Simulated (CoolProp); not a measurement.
Vapour pressure (MPa) of tetradecamethylhexasiloxane (MD4M): the reference equation beside estimates from Tc = 380.0 °C, pc = 0.8286 MPa, ω = 0.800. Clausius-Clapeyron is anchored at 125.65 °C with a constant enthalpy of vaporisation of 64.75 kJ/mol.

Model: reference Helmholtz-energy equation of state, Thol 2019, in CoolProp.

```tsv
T (°C)	reference	Lee-Kesler	Clausius-Clapeyron	Redlich-Kwong	Peng-Robinson
108.45	0.0004981	0.0005692	0.0005082	0.01275	0.0006586
111.25	0.0005812	0.0006581	0.0005897	0.01380	0.0007583
114.15	0.0006797	0.0007628	0.0006862	0.01496	0.0008752
117.05	0.0007922	0.0008816	0.0007968	0.01620	0.001007
119.85	0.0009158	0.001011	0.0009186	0.01746	0.001151
122.75	0.001061	0.001162	0.001062	0.01885	0.001318
125.65	0.001225	0.001333	0.001225	0.02032	0.001506
128.45	0.001404	0.001517	0.001404	0.02182	0.001708
131.35	0.001613	0.001731	0.001613	0.02346	0.001942
134.25	0.001847	0.001970	0.001850	0.02520	0.002202
137.05	0.002100	0.002228	0.002108	0.02696	0.002482
139.95	0.002393	0.002524	0.002409	0.02888	0.002802
142.85	0.002719	0.002853	0.002747	0.03090	0.003157
145.65	0.003069	0.003205	0.003113	0.03295	0.003536
```

Absolute difference from the reference over all 14 rows, mean and median: Lee-Kesler 8.8 and 8.4 %, Clausius-Clapeyron 0.7 and 0.5 %, Redlich-Kwong 1585.4 and 1506.5 %, Peng-Robinson 22.8 and 22.3 %.
